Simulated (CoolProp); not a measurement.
Vapour-liquid equilibrium of methanol (1) + water (2) at 20 kPa; x and y are mole fractions of (1).

The numbers come from the multi-fluid Helmholtz-energy mixture model, de Reuck 1993 and Wagner 2002; pair parameters Bell 2016 in CoolProp.

Question: Give the bubble temperature and the first vapour's composition at x = 0.05, 0.35, 0.65. Is there an azeotrope?

Answer: x = 0.05: 54.4 °C, y = 0.262; x = 0.35: 39.1 °C, y = 0.749; x = 0.65: 33.1 °C, y = 0.882. No azeotrope shows between x = 0.05 and 0.95.

Pair parameters are fitted to limited data, so mixtures are less certain than the pure fluids.
